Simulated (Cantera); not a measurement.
## Adiabatic ignition

An adiabatic, constant-volume homogeneous reactor starts with H2 : O2 : N2 : NO = 1 : 0.53 : 1.57 : 0.0044 (molar parts), at 1475 K and 1000000 Pa.

Cantera simulation using GRI-Mech 3.0 (53 species, 325 reactions); the numbers are that mechanism's predictions, not measurements. The hydrogen kinetics of GRI-Mech 3.0 are dated; newer H2 mechanisms differ, most at raised pressure. Above 3000 K some thermodynamic fits are extrapolated.

```tsv
t (s)	T (K)	P (bar)	x H2	x O2	x NO	x N2	x NO2	x N2O	x H2O
2.00e-6	3245	19.7	0.0530	0.0251	0.00206	0.566	1.56e-6	2.36e-6	0.273
4.51e-6	3318	20.0	0.0498	0.0225	0.00506	0.568	3.49e-6	3.15e-6	0.281
1.02e-5	3311	19.9	0.0506	0.0209	0.0102	0.565	6.79e-6	3.28e-6	0.281
2.30e-5	3303	19.9	0.0515	0.0194	0.0152	0.563	9.84e-6	3.55e-6	0.281
5.18e-5	3301	19.9	0.0518	0.0189	0.0168	0.562	1.08e-5	3.67e-6	0.281
0.000117	3301	19.9	0.0518	0.0189	0.0169	0.562	1.08e-5	3.67e-6	0.281
0.000264	3301	19.9	0.0518	0.0189	0.0169	0.562	1.08e-5	3.67e-6	0.281
0.000595	3301	19.9	0.0518	0.0189	0.0169	0.562	1.08e-5	3.67e-6	0.281
0.00134	3301	19.9	0.0518	0.0189	0.0169	0.562	1.08e-5	3.67e-6	0.281
0.00303	3301	19.9	0.0518	0.0189	0.0169	0.562	1.08e-5	3.67e-6	0.281
0.00684	3301	19.9	0.0518	0.0189	0.0169	0.562	1.08e-5	3.67e-6	0.281
0.0154	3301	19.9	0.0518	0.0189	0.0169	0.562	1.08e-5	3.67e-6	0.281
0.0348	3301	19.9	0.0518	0.0189	0.0169	0.562	1.08e-5	3.67e-6	0.281
0.0786	3301	19.9	0.0518	0.0189	0.0169	0.562	1.08e-5	3.67e-6	0.281
0.177	3301	19.9	0.0518	0.0189	0.0169	0.562	1.08e-5	3.67e-6	0.281
0.400	3301	19.9	0.0518	0.0189	0.0169	0.562	1.08e-5	3.67e-6	0.281
```
x: mole fraction; the columns are a selection and need not sum to one.

* **time of steepest temperature rise**: 1.38 µs
* **temperature at 0.400 s**: 3301 K
* **equilibrium temperature**: 3301 K
* **x(H2) at 0.400 s**: 0.0518 (gas-phase equilibrium 0.0518)
* **x(O2) at 0.400 s**: 0.0189 (gas-phase equilibrium 0.0189)
* **x(NO) at 0.400 s**: 0.0169 (gas-phase equilibrium 0.0169)
